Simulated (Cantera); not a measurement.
A perfectly stirred reactor is fed with H2 : O2 : N2 = 0.2 : 1 : 0.14 (molar parts), at 9.00 Torr; it is held at 1275 K, and followed from long to short residence time.

Computed with Cantera and the H2/O2 subset of GRI-Mech 3.0, which has no nitrogen chemistry. Radical loss at walls, strong at low pressure, is not modelled. The temperature is held fixed by assumption; the heat of reaction is taken as removed at once.

What does this change do: H2 0.2 to 0.26 parts?


```tsv
quantity	before	after
x(H2) at τ = 0.310 s	0.00128	0.00166
x(O2) at τ = 0.310 s	0.715	0.675
x(H) at τ = 0.310 s	0.00241	0.00277
x(HO2) at τ = 0.310 s	3.85e-6	4.61e-6
x(H2O2) at τ = 0.310 s	1.83e-7	2.34e-7
x(H2) at τ = 5.30 ms	0.00940	0.0122
x(O2) at τ = 5.30 ms	0.666	0.621
x(H) at τ = 5.30 ms	0.0357	0.0471
x(HO2) at τ = 5.30 ms	4.98e-6	5.64e-6
x(H2O2) at τ = 5.30 ms	2.16e-7	2.57e-7
```

What does this change do: pressure from 9.00 Torr to 3.53 Torr?


```json
[
 {"quantity": "x(H2) at τ = 0.310 s", "before": "0.00128", "after": "0.00321"},
 {"quantity": "x(O2) at τ = 0.310 s", "before": "0.715", "after": "0.695"},
 {"quantity": "x(H) at τ = 0.310 s", "before": "0.00241", "after": "0.0121"},
 {"quantity": "x(HO2) at τ = 0.310 s", "before": "3.85e-6", "after": "1.93e-6"},
 {"quantity": "x(H2O2) at τ = 0.310 s", "before": "1.83e-7", "after": "8.46e-8"},
 {"quantity": "x(H2) at τ = 5.30 ms", "before": "0.00940", "after": "0.0147"},
 {"quantity": "x(O2) at τ = 5.30 ms", "before": "0.666", "after": "0.661"},
 {"quantity": "x(H) at τ = 5.30 ms", "before": "0.0357", "after": "0.0445"},
 {"quantity": "x(HO2) at τ = 5.30 ms", "before": "4.98e-6", "after": "1.89e-6"},
 {"quantity": "x(H2O2) at τ = 5.30 ms", "before": "2.16e-7", "after": "9.21e-8"}
]
```
